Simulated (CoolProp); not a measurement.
Saturation properties of n-butane (Tc = 152.0 °C, pc = 37.96 bar, ω = 0.201).

Computed with CoolProp (reference Helmholtz-energy equation of state, Bücker 2006).

| T (°C) | p (bar) | enthalpy of vaporisation (kJ/kg) | surface tension (mN/m) | vapour viscosity (µPa s) |
|---|---|---|---|---|
| -70.35 | 0.02402 | 441.7 | 23.5 | 5.05 |
| -56.85 | 0.06169 | 431.4 | 21.8 | 5.39 |
| -43.35 | 0.1395 | 421.0 | 20.1 | ___ |
| -29.95 | 0.2828 | 410.5 | 18.4 | 6.04 |
| -16.45 | ___ | 399.4 | 16.8 | 6.37 |
| -3.05 | 0.9184 | 388.0 | 15.2 | 6.69 |
| 10.45 | ___ | 375.7 | 13.6 | 7.02 |
| 23.95 | 2.354 | 362.5 | 12.0 | ___ |
| 37.35 | 3.512 | 348.4 | 10.5 | 7.71 |
| 50.85 | 5.068 | 332.8 | ___ | 8.09 |

Q: Fill in the missing entries.

A: 
- -43.35, vapour viscosity (µPa s): 5.72
- -16.45, p (bar): 0.5292
- 10.45, p (bar): 1.508
- 23.95, vapour viscosity (µPa s): 7.36
- 50.85, surface tension (mN/m): 9.05

It boils at -0.5 °C under 1 atm.

Viscosity comes from a separate model (Vogel 1999). Surface tension comes from a separate correlation (Mulero 2012).
